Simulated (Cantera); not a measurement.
A closed system holds: 1 mol V₂O₃, 0.67 mol H₂, 4.2 mol H₂O, held at 1848 K.

Cantera equilibrium calculation (NASA polynomials, part measured and part estimated; ideal gas, pure solids and liquids). Candidate condensed phases: H₂O, V, VO, V₂O₃, V₂O₄, V₂O₅; 12 gas species. Condensed phases not in the tables: the oxides between V₂O₃ and V₂O₅ other than VO₂. Equilibrium is a limit: real reactors are often held back by kinetics, nucleation or transport.

Problem. At 42.0 Pa, list the 7 most abundant gas species with their mole fractions, and the condensed phases.

Solution. H₂O 0.793, H₂ 0.150, VO₂ 0.0428, H 0.0100, OH 0.00389, O₂ 0.000461, O 0.000198. Condensed: V₂O₃(s).
